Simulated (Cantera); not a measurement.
Input: 1 mol TiO2, 0.2 mol MgCl2, 1.7 mol O2, 2 mol MgO, held at 13.0 Pa.

These are equilibrium values from Cantera (NASA tables, ideal gas, pure condensed phases), not measurements of a reactor. Candidate condensed phases: Mg, MgCl2, MgO, MgTiO3, MgTi2O5, Mg2TiO4, Ti, TiCl2, TiCl3, TiCl4, TiO, TiO2, Ti2O3, Ti3O5, Ti4O7; 20 gas species. Mutual solubility and eutectic melting of coexisting phases are not modelled. Condensed phases not in the tables: alloys, solid solutions and most ternary compounds. Rates play no part.

log p: log10 of the partial pressure in bar; n: condensed amount in mol.

```tsv
T (K)	log p O2	log p O	log p Mg	log p Cl	log p TiO2	log p MgCl2	n MgO(s)	n Mg2TiO4(s)	n Mg2TiO4(l)	n MgTi2O5(l)
1525	-3.97	-7.23	-12.32	-4.67	-12.83	-5.65	0.166	1.00	0	0
1625	-3.98	-6.70	-10.77	-4.65	-11.51	-5.73	0.172	1.00	0	0
1725	-3.98	-6.23	-9.40	-4.64	-10.36	-5.81	0.176	1.000	0	0
1825	-3.98	-5.81	-8.19	-4.63	-9.33	-5.89	0.180	1.000	0	0
1925	-3.99	…	…	-4.63	…	…	0.182	1.000	0	0
2025	-4.01	…	…	-4.63	…	…	0.173	0	1.000	0
2125	-4.06	-4.81	-5.21	-4.67	-7.06	-6.18	0.0761	0	0.998	0
2225	-4.17	-4.58	-4.85	-4.74	-5.56	-6.83	0	0	0.941	0
2325	-4.48	-4.48	-4.41	-5.13	-4.80	-7.95	0	0	0	0.0720
2425	-4.65	-4.33	-4.43	-5.17	-4.79	-8.80	0	0	0	0
```

Q: What belongs in the gaps?

A: 
- 2025, log p O: -5.10
- 2025, log p Mg: -6.12
- 2025, log p TiO2: -7.63
- 2025, log p MgCl2: -6.05
- 1925, log p O: -5.43
- 1925, log p Mg: -7.10
- 1925, log p TiO2: -8.42
- 1925, log p MgCl2: -5.97
